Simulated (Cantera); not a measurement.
An adiabatic, constant-pressure homogeneous reactor starts with CH₄ : O₂ : N₂ : CO₂ = 1 : 1.18 : 4.42 : 0.62 (molar parts), equivalence ratio 1.7, at 1300 K and 130000 Pa. Integrator tolerance rtol = 1e-08.

Detailed kinetics in Cantera: GRI-Mech 3.0 (53 species, 325 reactions).

```csv
quantity,before,after
time of steepest temperature rise,14.9 ms,13.9 ms
temperature at 3.00 s,2389 K,2637 K
equilibrium temperature,2389 K,2637 K
x(CH₄) at 3.00 s,1.88e-12 (gas-phase equilibrium 2.13e-12),3.24e-12 (gas-phase equilibrium 3.71e-12)
x(O₂) at 3.00 s,6.69e-5 (gas-phase equilibrium 6.69e-5),0.000337 (gas-phase equilibrium 0.000337)
x(CO₂) at 3.00 s,0.0638 (gas-phase equilibrium 0.0638),0.0601 (gas-phase equilibrium 0.0601)
x(N₂O) at 3.00 s,1.48e-8 (gas-phase equilibrium 1.48e-8),7.69e-8 (gas-phase equilibrium 7.69e-8)
x(H₂) at 3.00 s,0.0658 (gas-phase equilibrium 0.0658),0.0634 (gas-phase equilibrium 0.0634)
x(NO₂) at 3.00 s,5.72e-9 (gas-phase equilibrium 5.72e-9),5.15e-8 (gas-phase equilibrium 5.15e-8)
```

Question: Which change was made?
(A) CO2 0.62 to 0.38 parts
(B) pressure from 130000 Pa to 120000 Pa
(C) constant volume in place of constant pressure
(D) pressure from 130000 Pa to 500000 Pa

Answer: C, constant volume in place of constant pressure
